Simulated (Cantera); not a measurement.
Charge: 1 mol B, 0.087 mol HCl, 0.1 mol N2, equilibrated at 798 K and 0.0210 bar.

Method: chemical equilibrium by Gibbs-energy minimisation in Cantera with the NASA 1993 tables (ideal gas, pure condensed phases). Candidate condensed phases: B, BN, NH4Cl; 21 gas species. N2 is the only nitrogen source here; it is nearly inert below about 1500 K, so the nitride shown seldom forms there in practice. Gases not in the tables: BHCl2. Rates play no part.

Base state: H2 0.575, BCl3 0.384, HCl 0.0412 (mole fractions); condensed: B(s) + BN(s).

Task: What changes in the equilibrium state with this change: B replaced by Fe2O3?

Result: 
```json
[
 {"species": "N2", "before": "<1e-9", "after": "0.536"},
 {"species": "HCl", "before": "0.0412", "after": "0.455"},
 {"species": "H2O", "before": "0", "after": "0.00576"},
 {"species": "H2", "before": "0.575", "after": "<1e-9"},
 {"species": "BCl3", "before": "0.384", "after": "0"},
 {"species": "FeCl3", "before": "0", "after": "0.00351"},
 {"species": "FeCl2", "before": "0", "after": "0.000260"},
 {"species": "Cl2", "before": "<1e-9", "after": "0.000131"},
 {"species": "Fe2Cl6", "before": "0", "after": "3.39e-5"},
 {"species": "B(s), mol", "before": "0.772", "after": "0"},
 {"species": "BN(s), mol", "before": "0.200", "after": "0"},
 {"species": "Fe2O3(s), mol", "before": "0", "after": "1.000"}
]
```
Condensed phases not in the tables: FeOCl. Further candidate phases: Fe, FeCl2, FeCl3, FeO, Fe(OH)2, Fe(OH)3, Fe2O3, Fe3O4, H2O.

Task: What changes in the equilibrium state with this change: temperature from 798 K to 1325 K?

Result: 
```json
[
 {"species": "H2", "before": "0.575", "after": "0.399"},
 {"species": "HCl", "before": "0.0412", "after": "0.335"},
 {"species": "BCl3", "before": "0.384", "after": "0.265"},
 {"species": "BCl", "before": "<1e-9", "after": "7.40e-5"},
 {"species": "BCl2", "before": "8.58e-9", "after": "0.000505"},
 {"species": "B(s), mol", "before": "0.772", "after": "0.780"},
 {"species": "BN(s), mol", "before": "0.200", "after": "0.200"}
]
```
Mutual solubility and eutectic melting of coexisting phases are not modelled. The tables' values for BCl2, BCl are old estimates; treat these amounts as uncertain.
